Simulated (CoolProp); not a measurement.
Vapour-liquid equilibrium of cyclohexane (1) + n-octane (2) at 194.75 °C; x and y are mole fractions of (1).

Computed with CoolProp (multi-fluid Helmholtz-energy mixture model, Zhou 2014 and Beckmüller 2019; pair parameters Bell 2016).

```
x     bubble pressure (MPa)  y at the bubble point  dew pressure at overall composition x (MPa)  liquid density (mol/L)
----  ---------------------  ---------------------  -------------------------------------------  ----------------------
0.05                 0.5308                  0.096                                       0.5151                   4.783
0.2                  0.6303                  0.336                                       0.5700                   5.034
0.35                 0.7350                  0.522                                       0.6372                   5.310
0.5                  0.8441                  0.669                                       0.7211                   5.618
0.65                 0.9572                  0.789                                       0.8285                   5.961
0.8                   1.074                  0.889                                       0.9694                   6.349
0.95                  1.196                  0.974                                        1.159                   6.789
```

No azeotrope shows between x = 0.05 and 0.95.

The pair parameters rest on a limited set of measurements; away from them the model extrapolates.
